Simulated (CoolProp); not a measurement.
Saturation properties of n-pentane (Tc = 196.5 °C, pc = 3368 kPa, ω = 0.251).

Model: reference Helmholtz-energy equation of state, Thol 2019, in CoolProp.

```json
[
 {"T (°C)": "6.35", "p (kPa)": "32.41", "vapour density (kg/m³)": "1.026", "enthalpy of vaporisation (kJ/kg)": "380.3", "liquid cp (kJ/(kg K))": "2.235", "vapour viscosity (µPa s)": "6.29"},
 {"T (°C)": "20.35", "p (kPa)": "57.34", "vapour density (kg/m³)": "1.746", "enthalpy of vaporisation (kJ/kg)": "370.0", "liquid cp (kJ/(kg K))": "2.295", "vapour viscosity (µPa s)": "6.59"},
 {"T (°C)": "34.35", "p (kPa)": "95.55", "vapour density (kg/m³)": "2.815", "enthalpy of vaporisation (kJ/kg)": "359.1", "liquid cp (kJ/(kg K))": "2.360", "vapour viscosity (µPa s)": "6.87"},
 {"T (°C)": "48.25", "p (kPa)": "150.9", "vapour density (kg/m³)": "4.325", "enthalpy of vaporisation (kJ/kg)": "347.6", "liquid cp (kJ/(kg K))": "2.429", "vapour viscosity (µPa s)": "7.14"},
 {"T (°C)": "62.25", "p (kPa)": "228.9", "vapour density (kg/m³)": "6.423", "enthalpy of vaporisation (kJ/kg)": "335.3", "liquid cp (kJ/(kg K))": "2.503", "vapour viscosity (µPa s)": "7.39"},
 {"T (°C)": "76.25", "p (kPa)": "334.5", "vapour density (kg/m³)": "9.249", "enthalpy of vaporisation (kJ/kg)": "322.0", "liquid cp (kJ/(kg K))": "2.584", "vapour viscosity (µPa s)": "7.62"},
 {"T (°C)": "90.15", "p (kPa)": "472.3", "vapour density (kg/m³)": "12.96", "enthalpy of vaporisation (kJ/kg)": "307.6", "liquid cp (kJ/(kg K))": "2.671", "vapour viscosity (µPa s)": "7.83"},
 {"T (°C)": "104.15", "p (kPa)": "650.3", "vapour density (kg/m³)": "17.84", "enthalpy of vaporisation (kJ/kg)": "291.6", "liquid cp (kJ/(kg K))": "2.769", "vapour viscosity (µPa s)": "8.04"},
 {"T (°C)": "118.15", "p (kPa)": "874.1", "vapour density (kg/m³)": "24.21", "enthalpy of vaporisation (kJ/kg)": "273.9", "liquid cp (kJ/(kg K))": "2.881", "vapour viscosity (µPa s)": "8.23"},
 {"T (°C)": "132.15", "p (kPa)": "1151", "vapour density (kg/m³)": "32.53", "enthalpy of vaporisation (kJ/kg)": "253.8", "liquid cp (kJ/(kg K))": "3.018", "vapour viscosity (µPa s)": "8.43"},
 {"T (°C)": "146.05", "p (kPa)": "1485", "vapour density (kg/m³)": "43.47", "enthalpy of vaporisation (kJ/kg)": "230.8", "liquid cp (kJ/(kg K))": "3.197", "vapour viscosity (µPa s)": "8.65"},
 {"T (°C)": "160.05", "p (kPa)": "1891", "vapour density (kg/m³)": "58.54", "enthalpy of vaporisation (kJ/kg)": "203.2", "liquid cp (kJ/(kg K))": "3.469", "vapour viscosity (µPa s)": "8.94"},
 {"T (°C)": "174.05", "p (kPa)": "2376", "vapour density (kg/m³)": "80.64", "enthalpy of vaporisation (kJ/kg)": "167.9", "liquid cp (kJ/(kg K))": "4.001", "vapour viscosity (µPa s)": "9.41"},
 {"T (°C)": "187.95", "p (kPa)": "2951", "vapour density (kg/m³)": "119.7", "enthalpy of vaporisation (kJ/kg)": "115.2", "liquid cp (kJ/(kg K))": "6.068", "vapour viscosity (µPa s)": "10.4"}
]
```

It boils at 36.1 °C under 1 atm.

Viscosity comes from a separate model (Quiñones-Cisneros 2006), older than the equation that it now runs on, and unchecked against measurements.
